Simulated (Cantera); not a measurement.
Input: 1 mol Si, a varied amount of H₂O, 250 mol N₂, equilibrated at 500 °C and 0.133 bar.

These are equilibrium values from Cantera (NASA tables, ideal gas, pure condensed phases), not measurements of a reactor. Candidate condensed phases: H₂O, Si, SiO₂, Si₂N₂O, Si₃N₄; 35 gas species. N₂ is the only nitrogen source here; it is nearly inert below about 1500 K, so the nitride shown seldom forms there in practice. The numbers say what is thermodynamically allowed, not how fast it happens.

### Question
Which condensed phases are stable at each of these points (n(H₂O) (mol)): 0.031, 0.052, 0.085, 0.14, 0.23, 0.37, 0.61, 1?

### Answer
| n(H₂O) (mol) | condensed phases | Si condensed (%) |
|---|---|---|
| 0.031 | Si₂N₂O(s) + Si₃N₄(s) | 100.0 |
| 0.052 | Si₂N₂O(s) + Si₃N₄(s) | 100.0 |
| 0.085 | Si₂N₂O(s) + Si₃N₄(s) | 100.0 |
| 0.14 | Si₂N₂O(s) + Si₃N₄(s) | 100.0 |
| 0.23 | Si₂N₂O(s) + Si₃N₄(s) | 100.0 |
| 0.37 | Si₂N₂O(s) + Si₃N₄(s) | 100.0 |
| 0.61 | SiO₂(α-quartz) + Si₂N₂O(s) | 100.0 |
| 1 | SiO₂(α-quartz) + Si₂N₂O(s) | 100.0 |

From 0.031 mol H₂O to 0.37 mol H₂O the condensed part is Si₂N₂O(s) + Si₃N₄(s). From 0.61 mol H₂O to 1 mol H₂O the condensed part is SiO₂(α-quartz) + Si₂N₂O(s).
